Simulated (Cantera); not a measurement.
Charge: 1 mol BF₃, 1.5 mol O₂, 16 mol N₂, held at 1900 K and 88.0 mbar.

Equilibrium computed with Cantera from the NASA thermochemical tables; the gas is ideal and each condensed phase is pure. Candidate condensed phases: B, BN, B₂O₃; 31 gas species. Rates play no part.

Base state: N₂ 0.862, O₂ 0.0787, BF₃ 0.0533, NO 0.00367, F 0.00131, BOF 0.000649, O 0.000282, BOF₂ 1.49e-5 (mole fractions); condensed: gas only.

**Question.** What changes in the equilibrium state with this change: 1.6 mol NH₃ added?

**Answer.** 
| species | before | after |
|---|---|---|
| N₂ | 0.862 | 0.780 |
| HF | 0 | 0.101 |
| H₂O | 0 | 0.0561 |
| O₂ | 0.0787 | 0.0130 |
| BF₃ | 0.0533 | 0.000108 |
| BOF | 0.000649 | 0.0378 |
| HBO₂ | 0 | 0.00824 |
| OH | 0 | 0.000840 |
| H₂ | 0 | 0.000216 |
| B₂O₃ | <1e-9 | 0.000107 |
Further candidate phases: B₃O₃H₃, H₂O.
